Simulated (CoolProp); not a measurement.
Oxygen along the isotherm 85.8 K: density (kg/m³) from the reference equation and from simpler models built on Tc = 154.6 K, pc = 5.046 MPa, ω = 0.022; each cubic takes its own stable root.

Values from CoolProp's reference Helmholtz-energy equation of state, Schmidt 1985.

```json
[
 {"p (MPa)": "0.0798", "phase": "liquid", "reference": "1163"},
 {"p (MPa)": "0.164", "phase": "liquid", "reference": "1163"},
 {"p (MPa)": "0.336", "phase": "liquid", "reference": "1163"},
 {"p (MPa)": "0.691", "phase": "liquid", "reference": "1164"},
 {"p (MPa)": "1.42", "phase": "liquid", "reference": "1165"},
 {"p (MPa)": "2.91", "phase": "liquid", "reference": "1168"},
 {"p (MPa)": "5.98", "phase": "liquid", "reference": "1174"},
 {"p (MPa)": "12.3", "phase": "liquid", "reference": "1186"},
 {"p (MPa)": "25.2", "phase": "liquid", "reference": "1207"}
]
```

Task: How far does each simpler model (van der Waals, Redlich-Kwong, Soave-Redlich-Kwong) lie from the reference over these 9 states: mean and median of the absolute difference, and the worst?

Result: 
- van der Waals: mean 46.1 %, median 31.2 %, worst -99.7 % at 85.8 K and 0.0798 MPa
- Redlich-Kwong: mean 1.4 %, median 1.4 %, worst +1.4 % at 85.8 K and 5.98 MPa
- Soave-Redlich-Kwong: mean 0.2 %, median 0.2 %, worst +0.5 % at 85.8 K and 25.2 MPa

At some of these states van der Waals gives the other phase, because its saturation line lies elsewhere.
